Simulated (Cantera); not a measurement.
What does this Cantera script print?

```python
import numpy as np
import cantera as ct

gas_names = """
    C CH CH2 CH3 CH2OH CH3O CH4 CH3OH CO CO2 COOH C2 C2H CHCO,ketyl C2H2,acetylene C2H2,vinylidene
    CH2CO,ketene C2H3,vinyl CH3CO,acetyl C2H4 C2H4O,ethylen CH3CHO,ethanal CH3COOH (HCOOH)2 C2H5 C2H6
    CH3OCH3 C2H5OH C2O C3 C3H3,propargyl C3H4,allene C3H4,propyne C3H4,cyclo- C3H5,allyl C3H6,propylene
    C3H6,cyclo- C3H6O C3H7,n-propyl C3H7,i-propyl C3H8 C3H8O,1propanol C3H8O,2propanol C3O2 C4 C4H2
    C4H4,1,3-cyclo- C4H6,butadiene C4H6,2-butyne C4H6,cyclo- C4H8,1-butene C4H8,cis2-buten
    C4H8,tr2-butene C4H8,isobutene C4H8,cyclo- (CH3COOH)2 C4H9,n-butyl C4H9,i-butyl C4H9,s-butyl
    C4H9,t-butyl C4H10,isobutane C4H10,n-butane C5 C5H6,1,3cyclo- C5H8,cyclo- C5H10,1-pentene
    C5H10,cyclo- C5H11,pentyl C5H11,t-pentyl C5H12,n-pentane C5H12,i-pentane CH3C(CH3)2CH3 C6H2
    C6H5,phenyl C6H5O,phenoxy C6H6 C6H5OH,phenol C6H10,cyclo- C6H12,1-hexene C6H12,cyclo- C6H13,n-hexyl
    C7H7,benzyl C7H8 C7H8O,cresol C7H14,1-heptene C7H15,n-heptyl C7H16,n-heptane C8H8,styrene
    C8H10,ethylbenz C8H16,1-octene C8H17,n-octyl C8H18,isooctane C8H18,n-octane C9H19,n-nonyl
    C10H8,naphthale C10H21,n-decyl C12H9,o-bipheny C12H10,bipheny H HCO HO2 H2 HCHO,formaldehy HCOOH H2O
    H2O2 Mg MgH MgO MgOH MgO2H2 Mg2 O OH O2 O3
""".split()
cond_names = """
    C(gr) C6H6(L) C7H8(L) C8H18(L),n-octa H2O(s) H2O(L) Mg(cr) Mg(L) MgCO3(s) MgO(s) MgO(L) MgO2H2(s)
""".split()


def load(file, names, dense=False):
    # The tables refer to 1 bar. Condensed volumes are neglected.
    table = {s.name: s for s in ct.Species.list_from_file(file)}
    out = []
    for n in names:
        d = dict(table[n].input_data)
        d["thermo"] = dict(d["thermo"], **{"reference-pressure": 1e5})
        if dense:
            d["equation-of-state"] = {"model": "constant-volume", "density": "1e6 g/cm^3"}
        out.append(ct.Species.from_dict(d))
    return out


gas = ct.Solution(thermo="ideal-gas", species=load("nasa_gas.yaml", gas_names))
cond = {s.name: ct.Solution(thermo="fixed-stoichiometry", species=[s], name=s.name)
        for s in load("nasa_condensed.yaml", cond_names, dense=True)}
atoms = {
    'MgCO3': {'Mg': 1, 'C': 1, 'O': 3},
    'H2': {'H': 2},
}
top_T = {'C(gr)': 4500}  # K; cautious upper limits of use, not melting points


def equilibrate(T, P, feed):
    n = {}
    for name, mol in feed.items():
        for a, k in atoms[name].items():
            n[a] = n.get(a, 0.0) + k * mol
    gas.TPX = T, P, n
    mass = sum(n.values()) * gas.mean_molecular_weight
    gas.equilibrate("TP")
    valid = [c for c in cond.values() if c.min_temp <= T <= top_T.get(c.name, c.max_temp)]
    mix = ct.Mixture([(gas, mass / gas.mean_molecular_weight)] + [(c, 0.0) for c in valid])
    mix.T, mix.P = T, P
    mix.equilibrate("TP", solver="vcs", rtol=1e-11, max_steps=5000)
    return mix


results = []
feed = {'MgCO3': 1, 'H2': 0.23}  # mol
P = 35  # Pa
for T in [675, 825, 975, 1125, 1275, 1425, 1575, 1725, 1875, 2025, 2175]:
    mix = equilibrate(T, P, feed)
    results.append((T, P, feed, dict(zip(mix.species_names, mix.species_moles))))

top = {s: max(r[3][s] / sum(r[3][g] for g in gas_names) for r in results) for s in gas_names}
cols = sorted((s for s in top if top[s] > 0.001), key=lambda s: -top[s])[:9]
seen = [c for c in cond_names if any(r[3].get(c, 0) > 1e-12 for r in results)]
print("log10 of partial pressures in bar; condensed amounts in mol")
print(f"{'T/K':>10s}" + "".join(f"{s[:9]:>10s}" for s in cols + seen))
for T, P, feed, n in results:
    ng = sum(n[g] for g in gas_names)
    print(f"{T:10.4g}" + "".join(f"{np.log10(max(n[s] / ng * P / 1e5, 1e-99)):10.3f}" for s in cols)
          + "".join(f"{n.get(c, 0):10.4g}" for c in seen))
```

It prints:

```
log10 of partial pressures in bar; condensed amounts in mol
       T/K       CO2        CO       H2O        H2        O2        Mg         O         H        OH    MgO(s)
       675    -3.591    -4.550    -4.550    -4.429   -32.759   -29.899   -32.520   -16.421   -20.813         1
       825    -3.613    -4.388    -4.388    -4.610   -25.151   -23.228   -25.175   -13.406   -16.551         1
       975    -3.628    -4.309    -4.309    -4.786   -19.826   -18.657   -20.055   -11.335   -13.599         1
      1125    -3.637    -4.268    -4.268    -4.940   -15.892   -15.334   -16.282    -9.822   -11.433         1
      1275    -3.643    -4.245    -4.245    -5.068   -12.870   -12.810   -13.387    -8.666    -9.778         1
      1425    -3.646    -4.231    -4.231    -5.173   -10.479   -10.829   -11.097    -7.753    -8.471         1
      1575    -3.649    -4.223    -4.223    -5.259    -8.543    -9.233    -9.242    -7.011    -7.414         1
      1725    -3.651    -4.216    -4.219    -5.330    -6.949    -7.919    -7.711    -6.396    -6.544         1
      1875    -3.665    -4.188    -4.229    -5.367    -5.679    -6.786    -6.458    -5.867    -5.837    0.9994
      2025    -3.737    -4.081    -4.286    -5.300    -4.890    -5.679    -5.537    -5.366    -5.332    0.9919
      2175    -3.935    -3.999    -4.473    -5.253    -4.464    -4.602    -4.870    -4.938    -5.030    0.8813
```

These are equilibrium values from Cantera (NASA tables, ideal gas, pure condensed phases), not measurements of a reactor.
